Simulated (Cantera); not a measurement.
**Si2Cl6 + NH3 + N2 (silicon nitride deposition)**

Feed: 1 mol Si2Cl6, 3.7 mol NH3, 69 mol N2, held at 10.0 mbar.

Equilibrium computed with Cantera from the NASA thermochemical tables; the gas is ideal and each condensed phase is pure. Candidate condensed phases: NH4Cl, Si, Si3N4; 28 gas species. The feed counts by its element totals alone. The tables' values for SiCl, SiCl3, SiN are old estimates; treat these amounts as uncertain. Kinetics and transport are ignored.

```csv
T (°C),log p N2,log p H2,log p HCl,log p SiCl2,log p H,n Si3N4(s)
1277,-2.05,-3.35,-3.29,-3.94,-6.18,0.352
1327,-2.05,-3.32,-3.35,-3.83,-5.92,0.262
1377,-2.05,-3.29,-3.42,-3.74,-5.69,0.174
1427,-2.05,-3.27,-3.49,-3.67,-5.47,0.0940
1477,-2.05,-3.25,-3.57,-3.62,-5.26,0.0218
1527,-2.05,-3.25,-3.59,-3.61,-5.07,0
1577,-2.05,-3.25,-3.59,-3.62,-4.89,0
1627,-2.05,-3.26,-3.57,-3.63,-4.73,0
1677,-2.05,-3.27,-3.55,-3.64,-4.57,0
1727,-2.05,-3.28,-3.53,-3.67,-4.43,0
1777,-2.05,-3.29,-3.50,-3.70,-4.29,0
1827,-2.05,-3.31,-3.48,-3.74,-4.16,0
```
log p: log10 of the partial pressure in bar; n: condensed amount in mol.

From 1277 °C to 1477 °C the condensed part is Si3N4(s). From 1527 °C to 1827 °C nothing is condensed. The main Si-bearing gas is SiCl2 throughout.
